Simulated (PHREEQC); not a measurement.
0.031 g of hydrous ferric oxide (600 m²/g; 0.2 weak and 0.005 strong sites per Fe, Dzombak-Morel constants, diffuse double layer) in 1 kg of water with 0.05 mol/kgw of an inert sodium salt and 0.024 mmol/kgw H3BO3, at 25 °C; the pH is set by adding NaOH or the inert anion's acid. Oxygen alone is held at its pressure in air (log pO2 = -0.68). No CO2 enters from the air. Nothing may precipitate in this run.

All values are PHREEQC results (ion-association model, wateq4f.dat), not measurements.

```tsv
pH	B sorbed (%)	surface charge σ (C/m²)	surface potential ψ (mV)
4	0.0	0.294	160
4.5	0.0	0.238	149
5	0.0	___	135
5.5	0.0	0.130	118
6	0.0	0.089	___
6.5	0.0	0.057	78
7	0.0	___	___
7.5	0.0	0.017	31
8	0.0	___	6
8.5	0.0	___	___
9	0.0	-0.026	-45
9.5	0.0	-0.046	___
10	0.0	-0.074	-90
```

### Question
Fill in the missing entries.

### Answer

- 5, surface charge σ (C/m²): 0.181
- 6, surface potential ψ (mV): 99
- 7, surface charge σ (C/m²): 0.034
- 7, surface potential ψ (mV): 56
- 8, surface charge σ (C/m²): 0.003
- 8.5, surface charge σ (C/m²): -0.010
- 8.5, surface potential ψ (mV): -20
- 9.5, surface potential ψ (mV): -69
